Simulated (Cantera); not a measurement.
A closed system holds: 1 mol SiC, 0.043 mol O2, 290 mol N2, held at 59.0 mbar.

These are equilibrium values from Cantera (NASA tables, ideal gas, pure condensed phases), not measurements of a reactor. Candidate condensed phases: C, Si, SiC, SiO2, Si2N2O, Si3N4; 34 gas species. N2 is the only nitrogen source here; it is nearly inert below about 1500 K, so the nitride shown seldom forms there in practice. Mutual solubility and eutectic melting of coexisting phases are not modelled. The numbers say what is thermodynamically allowed, not how fast it happens.

### Question
Which condensed phases are stable at each of these points (T (K)): 925, 975, 1025, 1075, 1125, 1175, 1225, 1275, 1325, 1375, 1425, 1475, 1525?

### Answer
```
T (K)                    condensed phases  Si condensed (%)
-----  ----------------------------------  ----------------
925    C(graphite) + Si2N2O(s) + Si3N4(s)             100.0
975    C(graphite) + Si2N2O(s) + Si3N4(s)             100.0
1025   C(graphite) + Si2N2O(s) + Si3N4(s)             100.0
1075   C(graphite) + Si2N2O(s) + Si3N4(s)             100.0
1125   C(graphite) + Si2N2O(s) + Si3N4(s)             100.0
1175   C(graphite) + Si2N2O(s) + Si3N4(s)             100.0
1225   C(graphite) + Si2N2O(s) + Si3N4(s)             100.0
1275   C(graphite) + Si2N2O(s) + Si3N4(s)             100.0
1325   C(graphite) + Si2N2O(s) + Si3N4(s)             100.0
1375   C(graphite) + Si2N2O(s) + Si3N4(s)             100.0
1425   C(graphite) + Si2N2O(s) + Si3N4(s)             100.0
1475               C(graphite) + Si3N4(s)             100.0
1525                    SiC(s) + Si3N4(s)             100.0
```

From 925 K to 1425 K the condensed part is C(graphite) + Si2N2O(s) + Si3N4(s). At 1475 K the condensed part is C(graphite) + Si3N4(s). At 1525 K the condensed part is SiC(s) + Si3N4(s).
